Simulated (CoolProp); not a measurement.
A closed Brayton cycle with carbon dioxide: compressor inlet 325.15 K and 7.5 MPa, high pressure 18.4 MPa, turbine inlet 980 K, compressor efficiency 0.89, turbine efficiency 0.93, recuperator effectiveness 0 (on enthalpy, no pinch check). Each further row changes one setting.

Values from CoolProp's reference Helmholtz-energy equation of state, Span 1996.

```json
[
 {"case": "as stated", "thermal efficiency (%)": "13.7", "net work (kJ/kg)": "101", "compressor to turbine work": "0.31", "compressor exit (K)": "402.6", "turbine exit (K)": "856.4"},
 {"case": "turbine inlet 930 K", "thermal efficiency (%)": "13.8", "net work (kJ/kg)": "93.3", "compressor to turbine work": "0.33", "compressor exit (K)": "402.6", "turbine exit (K)": "810.7"},
 {"case": "compressor inlet 335.15 K", "thermal efficiency (%)": "13.5", "net work (kJ/kg)": "96.5", "compressor to turbine work": "0.35", "compressor exit (K)": "416.3", "turbine exit (K)": "856.4"},
 {"case": "high pressure 15.6 MPa", "thermal efficiency (%)": "11.4", "net work (kJ/kg)": "85.1", "compressor to turbine work": "0.30", "compressor exit (K)": "387.9", "turbine exit (K)": "878.4"},
 {"case": "recuperator effectiveness 0.5", "thermal efficiency (%)": "21.4", "net work (kJ/kg)": "101", "compressor to turbine work": "0.31", "compressor exit (K)": "402.6", "turbine exit (K)": "856.4"}
]
```
